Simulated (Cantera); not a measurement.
Feed: 1 mol CuO, 930 mol H2, 1.2 mol N2, equilibrated at 47.0 mbar.

Cantera equilibrium calculation (NASA polynomials, part measured and part estimated; ideal gas, pure solids and liquids). Candidate condensed phases: Cu, CuO, Cu(OH)2, Cu2O, H2O; 27 gas species. Rates play no part. All values below are at 1975 K.

Base state: H2 0.990, H 0.00628, N2 0.00128, Cu 0.00107, H2O 0.00107 (mole fractions); condensed: gas only.

Problem. What changes in the equilibrium state with this change: CuO replaced by SiO2?

Solution. 
```
species   before    after
-------  -------  -------
H2         0.990    0.990
H        0.00628  0.00628
N2       0.00128  0.00128
SiO            0  0.00107
Cu       0.00107        0
H2O      0.00107  0.00107
```
Further candidate phases: Si, SiO2, Si2N2O, Si3N4.
